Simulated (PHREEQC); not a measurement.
Synthetic water in mmol/kgw, 25 °C, pH 5.5, pe 12.4:

| constituent | mmol/kgw |
|---|---|
| Na | 0.328 |
| K | 0.0803 |
| Ca | 0.0321 |
| Mg | 0.0168 |
| Cl | 0.263 |
| S(6) | 0.0456 |
| Alkalinity (meq/kgw) | 0.143 |
| Pb | 0.00102 |
| Cu(2) | 0.00243 |
| Br | 0.00594 |
| Si | 0.0041 |
| N(5) | 0.000253 |

Cl is adjusted to close the charge balance.
Valence states are taken as typed.

Computed with PHREEQC (ion-association model, phreeqc.dat).

| Quantity | Result |
|---|---|
| ionic strength | 0.000612 mol/kgw |

```json
[
 {"species": "CO2", "molality": "0.00101", "activity": "0.00101", "log γ": "0.000"},
 {"species": "Na+", "molality": "0.000328", "activity": "0.000319", "log γ": "-0.012"},
 {"species": "Cl-", "molality": "0.000273", "activity": "0.000265", "log γ": "-0.012"},
 {"species": "HCO3-", "molality": "0.000146", "activity": "0.000142", "log γ": "-0.012"},
 {"species": "K+", "molality": "8.03e-5", "activity": "7.80e-5", "log γ": "-0.012"},
 {"species": "SO4-2", "molality": "4.51e-5", "activity": "4.03e-5", "log γ": "-0.049"},
 {"species": "Ca+2", "molality": "3.18e-5", "activity": "2.85e-5", "log γ": "-0.048"},
 {"species": "Mg+2", "molality": "1.66e-5", "activity": "1.49e-5", "log γ": "-0.048"}
]
```

No solid was allowed to form.
